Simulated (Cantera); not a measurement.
A perfectly stirred reactor is fed with 3.45 % C₂H₆, 96.6 % H₂, at 13.5 Torr; it is held at 1848 K, and followed from long to short residence time.

Model: GRI-Mech 3.0 (53 species, 325 reactions), integrated in Cantera. GRI-Mech 3.0 stops at C3 and has no aromatics, soot or wall deposition, so with more carbon than oxygen in the feed, carbon stays in small species such as C2H2 where larger ones or solid carbon would form. Radical loss at walls, strong at low pressure, is not modelled.

x: mole fraction; the columns are a selection and need not sum to one.

| τ (s) | x C₂H₆ | x H₂ | x CH₂ | x C₂H₄ | x C₂H₂ | x H |
|---|---|---|---|---|---|---|
| 1.9 | 1.27e-6 | 0.961 | [?] | 1.77e-5 | 0.0297 | 0.00379 |
| 0.66 | 3.64e-6 | 0.959 | [?] | 3.26e-5 | 0.0281 | 0.00379 |
| 0.22 | 1.06e-5 | 0.957 | [?] | 7.23e-5 | 0.0256 | 0.00388 |
| 0.075 | 2.95e-5 | 0.953 | [?] | 0.000163 | 0.0224 | 0.00411 |
| 0.026 | 7.82e-5 | 0.949 | [?] | 0.000349 | 0.0188 | 0.00451 |
| 0.0087 | 0.000210 | 0.944 | [?] | 0.000720 | 0.0148 | 0.00506 |
| 0.0029 | 0.000566 | 0.940 | [?] | 0.00142 | 0.0110 | 0.00565 |
| 0.0010 | 0.00150 | 0.938 | [?] | 0.00262 | 0.00752 | 0.00605 |
| 0.00034 | 0.00408 | 0.939 | [?] | 0.00431 | 0.00411 | 0.00598 |
| 0.00012 | 0.0104 | 0.945 | [?] | 0.00509 | 0.00140 | 0.00499 |

Complete the blanks.


- 1.9, x CH₂: 1.64e-6
- 0.66, x CH₂: 2.58e-6
- 0.22, x CH₂: 4.03e-6
- 0.075, x CH₂: 6.12e-6
- 0.026, x CH₂: 9.00e-6
- 0.0087, x CH₂: 1.28e-5
- 0.0029, x CH₂: 1.72e-5
- 0.0010, x CH₂: 2.10e-5
- 0.00034, x CH₂: 2.35e-5
- 0.00012, x CH₂: 2.15e-5
